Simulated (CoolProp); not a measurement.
R134a along the isobar 4.44 MPa: Z from the reference equation and from simpler models built on Tc = 101.1 °C, pc = 4.059 MPa, ω = 0.327; each cubic takes its own stable root.

Values from CoolProp's reference Helmholtz-energy equation of state, Tillner-Roth 1994.

| T (°C) | phase | reference |
|---|---|---|
| -82.55 | liquid | 0.1854 |
| -73.15 | liquid | 0.1795 |
| -63.85 | liquid | 0.1744 |
| -54.55 | liquid | 0.1698 |
| -45.15 | liquid | 0.1657 |
| -35.85 | liquid | 0.1622 |
| -26.55 | liquid | 0.1590 |
| -17.15 | liquid | 0.1563 |
| -7.85 | liquid | 0.1539 |
| 1.45 | liquid | 0.1520 |
| 10.85 | liquid | 0.1504 |

How far does each simpler model (van der Waals, Peng-Robinson) lie from the reference over these 11 states: mean and median of the absolute difference, and the worst?


- van der Waals: mean 72.3 %, median 72.1 %, worst +74.9 % at -82.55 °C and 4.44 MPa
- Peng-Robinson: mean 1.6 %, median 1.3 %, worst +2.9 % at -82.55 °C and 4.44 MPa
